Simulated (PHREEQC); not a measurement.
**Buffer (model solution)**

A solution holds 21 mmol/kgw HF, 0.061 mmol/kgw NaOH and 2.3 mmol/kgw NaCl, at 20 °C. Closed to the air; pH follows from the charge balance.

Computed with PHREEQC (ion-association model, phreeqc.dat).

Each row changes one thing in this solution. No solid was allowed to form.

```tsv
case	pH	ionic strength (mol/kgw)	SI of Halite (NaCl)
as made	2.44	0.00624	-6.90
NaCl from 0.0023 to 0.023 mol/kgw	2.44	0.0272	-4.98
HF from 0.021 to 0.0042 mol/kgw	2.86	0.00382	-6.89
HF from 0.021 to 0.0315 mol/kgw	2.34	0.00730	-6.91
HF from 0.021 to 0.0189 mol/kgw	2.47	0.00600	-6.90
HF left out	9.93	0.00236	-6.88
```
